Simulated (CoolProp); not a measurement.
Properties of dimethyl carbonate along the isotherm 561.8 K (Tc = 557.0 K, pc = 4.909 MPa, ω = 0.346).

The numbers come from the reference Helmholtz-energy equation of state, Zhou 2011 in CoolProp.

| p (MPa) | phase | Z | cv (kJ/(kg K)) | Joule-Thomson coefficient (K/MPa) | isothermal compressibility (1/MPa) | fugacity coefficient |
|---|---|---|---|---|---|---|
| 5.45 | supercritical | 0.2287 | 1.931 | 7.124 | 0.5011 | 0.6269 |
| 10.9 | supercritical | 0.3263 | 1.812 | 0.8819 | 0.01893 | 0.3750 |
| 16.4 | supercritical | 0.4558 | 1.806 | 0.3868 | 0.01002 | 0.2919 |
| 21.8 | supercritical | 0.5794 | 1.804 | 0.1831 | 0.006958 | 0.2543 |
| 27.3 | supercritical | 0.7017 | 1.805 | 0.06612 | 0.005351 | 0.2344 |
| 32.7 | supercritical | 0.8189 | 1.806 | -0.008264 | 0.004383 | 0.2244 |
| 38.2 | supercritical | 0.9356 | 1.808 | -0.06160 | 0.003713 | 0.2201 |
| 43.6 | supercritical | 1.048 | 1.810 | -0.1005 | 0.003235 | 0.2199 |
| 49.1 | supercritical | 1.161 | 1.812 | -0.1312 | 0.002864 | 0.2226 |
